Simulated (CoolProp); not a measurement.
Vapour-liquid equilibrium of CHF3 (R23) (1) + propylene (2) at 0.041 MPa; x and y are mole fractions of (1).

Values from CoolProp's multi-fluid Helmholtz-energy mixture model, Penoncello 2003 and Lemmon 2013; pair parameters Bell 2016.

| x | bubble temperature, mixture model (K) | bubble temperature, Raoult's law (K) | y, mixture model | y, Raoult's law |
|---|---|---|---|---|
| 0.05 | 194.5 | 203.5 | 0.552 | 0.240 |
| 0.15 | 183.9 | 197.4 | 0.799 | 0.526 |
| 0.25 | 180.0 | 192.9 | 0.858 | 0.685 |
| 0.35 | 178.4 | 189.4 | 0.880 | 0.784 |
| 0.45 | 177.9 | 186.6 | 0.888 | 0.849 |
| 0.55 | 177.6 | 184.2 | 0.892 | 0.896 |
| 0.65 | 177.5 | 182.2 | 0.894 | 0.930 |
| 0.75 | 177.4 | 180.4 | 0.899 | 0.956 |
| 0.85 | 177.1 | 178.9 | 0.915 | 0.977 |
| 0.95 | 176.8 | 177.5 | 0.957 | 0.993 |

The largest gap from Raoult's law is -13.5 K in bubble temperature, at x = 0.15. No azeotrope shows between x = 0.05 and 0.95.

The pair parameters rest on a limited set of measurements; away from them the model extrapolates. With so large a gap from Raoult's law the liquid may split in two, which this calculation doesn't test in full.
